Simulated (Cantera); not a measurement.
Charge: 1 mol TiO2, 2.2 mol HCl, at 7.60 Pa.

Cantera equilibrium calculation (NASA polynomials, part measured and part estimated; ideal gas, pure solids and liquids). Candidate condensed phases: H2O, Ti, TiCl2, TiCl3, TiCl4, TiO, TiO2, Ti2O3, Ti3O5, Ti4O7; 23 gas species. Rates play no part.

Problem. At 1498 K, list the 6 most abundant gas species with their mole fractions, and the condensed phases.

Solution. HCl 0.973, Cl 0.0170, H2 0.00828, H2O 0.000719, TiCl3 0.000271, H 0.000179. Condensed: TiO2(rutile).
